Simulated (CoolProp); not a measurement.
Chlorine at 269.4 K and 0.0816 MPa is throttled through a valve to 0.0555 MPa with no heat exchange. Each further row changes one setting.

Values from CoolProp's reference Helmholtz-energy equation of state, Thol 2021.

```csv
case,temperature change (K),final density (kg/m³)
as stated,(withheld),1.78
outlet pressure 0.0166 MPa,(withheld),(withheld)
outlet pressure 0.0722 MPa,(withheld),2.32
```

Complete the blanks.


- as stated, temperature change (K): -1.0
- outlet pressure 0.0166 MPa, temperature change (K): -2.5
- outlet pressure 0.0166 MPa, final density (kg/m³): 0.532
- outlet pressure 0.0722 MPa, temperature change (K): -0.4
